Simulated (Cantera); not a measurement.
Charge: 1 mol H2O, 4.2 mol H2, 46 mol N2, at 2148.15 K and 0.000140 bar.

These are equilibrium values from Cantera (NASA tables, ideal gas, pure condensed phases), not measurements of a reactor. Candidate condensed phases: H2O; 24 gas species. Rates play no part.

Base state: N2 0.860, H 0.0757, H2 0.0461, H2O 0.0121, O 0.00296, OH 0.00255, NO 0.000462, O2 0.000329 (mole fractions); condensed: gas only.

**Question.** What changes in the equilibrium state with this change: temperature from 2148.15 K to 1173.15 K?

**Answer.** 
| species | before | after |
|---|---|---|
| N2 | 0.860 | 0.898 |
| H2 | 0.0461 | 0.0820 |
| H2O | 0.0121 | 0.0195 |
| H | 0.0757 | 2.86e-6 |
| O | 0.00296 | <1e-9 |
| OH | 0.00255 | 4.70e-9 |
| NO | 0.000462 | <1e-9 |
| O2 | 0.000329 | <1e-9 |
